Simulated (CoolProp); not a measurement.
Saturation properties of ammonia.

Values from CoolProp's reference Helmholtz-energy equation of state, Gao 2020.

```json
[
 {"T (°C)": "12.05", "p (MPa)": "0.6595", "liquid density (kg/m³)": "621.9", "vapour density (kg/m³)": "5.204", "liquid conductivity (mW/(m K))": "523"},
 {"T (°C)": "16.05", "p (MPa)": "0.7539", "liquid density (kg/m³)": "616.1", "vapour density (kg/m³)": "5.918", "liquid conductivity (mW/(m K))": "512"},
 {"T (°C)": "20.05", "p (MPa)": "0.8584", "liquid density (kg/m³)": "610.3", "vapour density (kg/m³)": "6.708", "liquid conductivity (mW/(m K))": "500"},
 {"T (°C)": "23.95", "p (MPa)": "0.9706", "liquid density (kg/m³)": "604.5", "vapour density (kg/m³)": "7.558", "liquid conductivity (mW/(m K))": "489"},
 {"T (°C)": "27.95", "p (MPa)": "1.097", "liquid density (kg/m³)": "598.5", "vapour density (kg/m³)": "8.517", "liquid conductivity (mW/(m K))": "478"},
 {"T (°C)": "31.95", "p (MPa)": "1.236", "liquid density (kg/m³)": "592.4", "vapour density (kg/m³)": "9.573", "liquid conductivity (mW/(m K))": "466"},
 {"T (°C)": "35.85", "p (MPa)": "1.383", "liquid density (kg/m³)": "586.2", "vapour density (kg/m³)": "10.70", "liquid conductivity (mW/(m K))": "455"},
 {"T (°C)": "39.85", "p (MPa)": "1.548", "liquid density (kg/m³)": "579.9", "vapour density (kg/m³)": "11.97", "liquid conductivity (mW/(m K))": "444"},
 {"T (°C)": "43.85", "p (MPa)": "1.727", "liquid density (kg/m³)": "573.3", "vapour density (kg/m³)": "13.37", "liquid conductivity (mW/(m K))": "433"},
 {"T (°C)": "47.75", "p (MPa)": "1.917", "liquid density (kg/m³)": "566.8", "vapour density (kg/m³)": "14.85", "liquid conductivity (mW/(m K))": "423"},
 {"T (°C)": "51.75", "p (MPa)": "2.127", "liquid density (kg/m³)": "560.0", "vapour density (kg/m³)": "16.52", "liquid conductivity (mW/(m K))": "412"},
 {"T (°C)": "55.75", "p (MPa)": "2.354", "liquid density (kg/m³)": "553.0", "vapour density (kg/m³)": "18.35", "liquid conductivity (mW/(m K))": "401"},
 {"T (°C)": "59.65", "p (MPa)": "2.592", "liquid density (kg/m³)": "546.0", "vapour density (kg/m³)": "20.30", "liquid conductivity (mW/(m K))": "391"},
 {"T (°C)": "63.65", "p (MPa)": "2.855", "liquid density (kg/m³)": "538.6", "vapour density (kg/m³)": "22.49", "liquid conductivity (mW/(m K))": "380"}
]
```

It boils at -33.3 °C under 1 atm.

Thermal conductivity comes from a separate model (Tufeu 1984).
